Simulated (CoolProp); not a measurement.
Vapour-liquid equilibrium of R134a (1) + R124 (2) at 899 kPa; x and y are mole fractions of (1).

Model: multi-fluid Helmholtz-energy mixture model, Tillner-Roth 1994 and de Vries 1995; pair parameters Bell 2016, in CoolProp.

```csv
x,"bubble temperature, mixture model (K)","bubble temperature, Raoult's law (K)","y, mixture model","y, Raoult's law"
0.05,327.3,327.6,0.079,0.082
0.125,325.1,325.6,0.188,0.195
0.2,323.0,323.8,0.286,0.298
0.275,321.1,322.0,0.376,0.392
0.35,319.3,320.4,0.458,0.478
0.425,317.7,318.8,0.534,0.558
0.5,316.2,317.3,0.605,0.631
0.575,314.8,315.8,0.671,0.698
0.65,313.5,314.4,0.733,0.761
0.725,312.3,313.1,0.793,0.819
0.8,311.2,311.8,0.851,0.873
0.875,310.2,310.6,0.907,0.923
0.95,309.2,309.4,0.963,0.970
```

The largest gap from Raoult's law is -1.1 K in bubble temperature, at x = 0.425. No azeotrope shows between x = 0.05 and 0.95.

The pair parameters rest on a limited set of measurements; away from them the model extrapolates.
